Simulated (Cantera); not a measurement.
A freely propagating, adiabatic, planar premixed flame of CH4 : H2 : O2 : N2 = 1 : 0.26 : 2.63 : 9.99 (molar parts), equivalence ratio 0.81, unburnt at 498 K and 1050 Torr; mixture-averaged transport, grid criteria slope 0.08 and curve 0.16, no radiation.

Computed with Cantera and GRI-Mech 3.0 (53 species, 325 reactions). Burning velocities carry a grid error of a few per cent, more on coarse grids.

What does this change do: O2 2.63 to 3.3 parts?


| quantity | before | after |
|---|---|---|
| laminar burning velocity | 74.1 cm/s | 75.7 cm/s |
| thermal thickness | 0.296 mm | 0.280 mm |
| peak x(H2O2) | 2.82e-5 | 3.75e-5 |
| peak x(CO) | 0.0346 | 0.0318 |
